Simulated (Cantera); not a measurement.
Input (Python, Cantera):

```python
import numpy as np
import cantera as ct

gas = ct.Solution("gri30.yaml")
gas.TPX = 1875, 100000, {'C2H6': 1, 'N2': 110}
reactor = ct.IdealGasConstPressureReactor(gas, energy="off", clone=False)
net = ct.ReactorNet([reactor])
net.rtol, net.atol = 1e-08, 1e-18
show = ['C2H6', 'H2', 'HCN', 'H', 'CH3']
times = np.geomspace(1e-06, 6, 10)

steps = ct.SolutionArray(gas, extra=["t"])
rows = []
print(f"{'t/s':>10s}{'T/K':>9s}{'P/Pa':>11s}" + "".join(f"{s:>11s}" for s in show))
for t in times:
    while net.time < t:
        t_next = net.step()
        steps.append(gas.state, t=t_next)
    rows.append([np.interp(t, steps.t, y) for y in (steps.T, steps.P, *steps(*show).X.T)])
    print(f"{t:10.3e}{rows[-1][0]:9.1f}{rows[-1][1]:11.4g}" + "".join(f"{x:11.3e}" for x in rows[-1][2:]))
rate = np.gradient(steps.T, steps.t)
print("integrator steps:", len(steps.t))
if steps.T.max() > steps.T[0] + 200:
    print(f"time of steepest temperature rise: {steps.t[rate.argmax()]:.4e} s")
gas.TPX = 1875, 100000, {'C2H6': 1, 'N2': 110}
gas.equilibrate("TP")
print(f"equilibrium (TP): T = {gas.T:.1f} K  " + "  ".join(f"{s} {gas[s].X[0]:.3e}" for s in show))
```

It prints:

```
       t/s      T/K       P/Pa       C2H6         H2        HCN          H        CH3
 1.000e-06   1875.0      1e+05  8.440e-03  4.585e-06  2.373e-11  8.381e-06  1.089e-03
 5.664e-06   1875.0      1e+05  5.788e-03  6.509e-04  4.462e-07  2.739e-04  4.312e-03
 3.208e-05   1875.0      1e+05  2.732e-04  9.059e-03  2.697e-05  5.824e-04  2.114e-03
 1.817e-04   1875.0      1e+05  5.658e-06  1.442e-02  4.370e-05  1.657e-04  3.417e-04
 1.029e-03   1875.0      1e+05  9.266e-07  1.547e-02  4.665e-05  7.803e-05  1.322e-04
 5.830e-03   1875.0      1e+05  2.732e-07  1.645e-02  5.125e-05  7.966e-05  7.203e-05
 3.302e-02   1875.0      1e+05  2.028e-08  1.733e-02  6.168e-05  8.532e-05  1.974e-05
 1.870e-01   1875.0      1e+05  6.312e-10  1.759e-02  7.529e-05  8.722e-05  3.474e-06
 1.059e+00   1875.0      1e+05  2.440e-11  1.763e-02  8.846e-05  8.761e-05  5.960e-07
 6.000e+00   1875.0      1e+05  1.757e-11  1.764e-02  1.143e-04  8.764e-05  4.727e-07
integrator steps: 1341
equilibrium (TP): T = 1875.0 K  C2H6 2.616e-12  H2 1.765e-02  HCN 1.635e-02  H 8.772e-05  CH3 2.042e-07
```

Cantera simulation using GRI-Mech 3.0 (53 species, 325 reactions); the numbers are that mechanism's predictions, not measurements. GRI-Mech 3.0 stops at C3 and has no aromatics, soot or wall deposition, so with more carbon than oxygen in the feed, carbon stays in small species such as C2H2 where larger ones or solid carbon would form.
